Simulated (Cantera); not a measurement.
Charge: 1 mol Ti, 0.46 mol O2, 20 mol H2, equilibrated at 1923 K and 0.585 Torr.

Method: chemical equilibrium by Gibbs-energy minimisation in Cantera with the NASA 1993 tables (ideal gas, pure condensed phases). Candidate condensed phases: H2O, Ti, TiO, TiO2, Ti2O3, Ti3O5, Ti4O7; 12 gas species. TiO: taken at fixed stoichiometry. Rates play no part.

Base state: H2 0.963, H 0.0331, Ti 0.00392, TiO 0.000239 (mole fractions); condensed: TiO(s).

What changes in the equilibrium state with this change: pressure from 0.585 Torr to 668 Torr?


| species | before | after |
|---|---|---|
| H2 | 0.963 | 0.999 |
| H | 0.0331 | 0.000998 |
| Ti | 0.00392 | 3.84e-6 |
| TiO | 0.000239 | 2.09e-7 |
| TiO(s), mol | 0.915 | 0.920 |
| Ti(β), mol | 0 | 0.0799 |
Mutual solubility and eutectic melting of coexisting phases are not modelled. Condensed phases not in the tables: N, O or C dissolved in the metal.
